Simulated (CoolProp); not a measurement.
Values from CoolProp's reference Helmholtz-energy equation of state, Zhou 2012.

Task: Give the vapour pressure (bar), vapour density (kg/m³), enthalpy of vaporisation (kJ/kg), liquid cp (kJ/(kg K)) of saturated o-xylene at 417.7, 444.3 K.

Result: 
```json
[
 {"T (K)": "417.7", "p (bar)": "1.02", "vapour density (kg/m³)": "3.27", "enthalpy of vaporisation (kJ/kg)": "343", "liquid cp (kJ/(kg K))": "2.18"},
 {"T (K)": "444.3", "p (bar)": "1.96", "vapour density (kg/m³)": "6.08", "enthalpy of vaporisation (kJ/kg)": "325", "liquid cp (kJ/(kg K))": "2.28"}
]
```
